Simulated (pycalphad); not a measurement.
An equivalent pycalphad script:

```python
from pycalphad import Database, equilibrium, calculate, variables as v
import numpy as np
db = Database('COST507.tdb')
comps = ['AL', 'SI', 'MG', 'VA']
phases = ['ALMG_BETA', 'ALMG_EPS', 'ALMG_GAMMA', 'DIAMOND_A4', 'FCC_A1', 'HCP_A3', 'LIQUID', 'MG2SI']
eq = equilibrium(db, comps, phases, {v.X('SI'): 0.0259, v.X('MG'): 0.0688, v.T: np.arange(1650, 349, -40), v.P: 101325, v.N: 1}, output=['HM', 'SM'])
```

Computed with pycalphad from the COST 507 light-alloy database (1999), at 1 atm. No gas phase is included, though pure Mg would boil below 1377 °C. The data set is of 1999 and partly superseded. Amounts are mole fractions of atoms. Kinetics are ignored, which matters at the lower temperatures.

Results at three of the temperatures:

```
T = 1570.00 K, P = 101325 Pa, N = 1 mol of atoms
G = -93779 J/mol, H = 48881 J/mol, S = 90.87 J/(mol K)  (SER reference)
chemical potentials (J/mol): Al -90280, Si -118857, Mg -130376
phase             fraction      x(Al)      x(Si)      x(Mg)
LIQUID              1.0000     0.9053     0.0259     0.0688
```

```
T = 1450.00 K, P = 101325 Pa, N = 1 mol of atoms
G = -83024 J/mol, H = 45063 J/mol, S = 88.34 J/(mol K)  (SER reference)
chemical potentials (J/mol): Al -79771, Si -104809, Mg -117631
phase             fraction      x(Al)      x(Si)      x(Mg)
LIQUID              1.0000     0.9053     0.0259     0.0688
```

```
T = 730.00 K, P = 101325 Pa, N = 1 mol of atoms
G = -28357 J/mol, H = 10083 J/mol, S = 52.66 J/(mol K)  (SER reference)
chemical potentials (J/mol): Al -26532, Si -40729, Mg -47713
phase             fraction      x(Al)      x(Si)      x(Mg)
FCC_A1              0.9227     0.9812   0.000134     0.0187
MG2SI               0.0773       none     0.3333     0.6667
```

Changes of the phase set, refined by bisection:

```tsv
T (°C)	phases above	phases below
616.1	LIQUID	FCC_A1 + LIQUID
594.2	FCC_A1 + LIQUID	FCC_A1 + LIQUID + MG2SI
594.2	FCC_A1 + LIQUID + MG2SI	FCC_A1 + MG2SI
121.7	FCC_A1 + MG2SI	ALMG_BETA + FCC_A1 + MG2SI
```

Database names, with the compositions (at.%) that they take in these runs: MG2SI: Mg 67 Si 33; ALMG_BETA: Al 61 Mg 39. FCC_A1 is fcc. An entry "none" or "no" means that the model of the phase leaves that element out.
